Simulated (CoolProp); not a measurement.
A simple Rankine cycle with n-perfluorohexane: condensing at 319.15 K, boiler at 0.316 MPa, turbine inlet 370.7 K, turbine efficiency 0.9, pump efficiency 0.8, no recuperator. Each further row changes one setting.

Model: reference Helmholtz-energy equation of state, Gao 2022, in CoolProp.

| case | thermal efficiency (%) | net work (kJ/kg) | heat in (kJ/kg) | turbine exit temperature (K) | volume ratio over the turbine |
|---|---|---|---|---|---|
| as stated | 8.6 | 11.2 | 130 | 354.3 | 4.98 |
| turbine inlet 390.7 K | 8.0 | 12.0 | 149 | 374.5 | 4.87 |
| condensing temperature 311.15 K | 9.7 | 13.4 | 138 | 351.5 | 6.75 |
| boiler pressure 0.221 MPa | 6.7 | 8.80 | 131 | 358.7 | 3.35 |
| turbine efficiency 0.8 | 7.6 | 9.89 | 130 | 355.7 | 5.00 |
